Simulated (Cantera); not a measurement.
Input (Python, Cantera) and output of one run.

```python
import numpy as np
import cantera as ct

gas_names = """
    CL CL2 H HCL H2 Si SiCL SiCL2 SiCL3 SiCL4 SiH SiHCL3 SiH2 SiH2CL2 SiH3 SiH3CL SiH4 Si2 Si3
""".split()
cond_names = """
    Si(cr) Si(L)
""".split()


# ... load() reads the species with a 1 bar reference pressure and builds the phases ...
atoms = {
    'SiCl4': {'Si': 1, 'CL': 4},
    'Cl2': {'CL': 2},
    'H2': {'H': 2},
}
top_T = {}  # K; cautious upper limits of use, not melting points


# ... equilibrate(T, P, feed) seeds the gas with the atoms and calls Mixture.equilibrate('TP', solver="vcs", rtol=1e-11, max_steps=5000) ...
results = []
feed = {'SiCl4': 1, 'Cl2': 1, 'H2': 2.2}  # mol
T = 1048.15  # K
P = 13332.2  # Pa
mix = equilibrate(T, P, feed)
results.append((T, P, feed, dict(zip(mix.species_names, mix.species_moles))))
x = sorted(zip(gas.X, gas.species_names), reverse=True)
print(f"T = {T:g} K  P = {P:g} Pa  gas = {mix.phase_moles(0):.4g} mol")
print("   x: " + "  ".join(f"{s} {v:.3e}" for v, s in x if v > 1e-05))
print("   condensed (mol): " + ("  ".join(f"{mix.phase(i).name} {mix.phase_moles(i):.4g}"
      for i in range(1, mix.n_phases) if mix.phase_moles(i) > 1e-12) or "none"))
```

Result:

```
T = 1048.15 K  P = 13332.2 Pa  gas = 4.201 mol
   x: HCL 4.778e-01  H2 2.841e-01  SiCL4 2.364e-01  SiHCL3 1.439e-03  SiCL3 2.322e-04
   condensed (mol): none
```

Method: chemical equilibrium by Gibbs-energy minimisation in Cantera with the NASA 1993 tables (ideal gas, pure condensed phases). The tables' values for SiCl3 are old estimates; treat these amounts as uncertain.
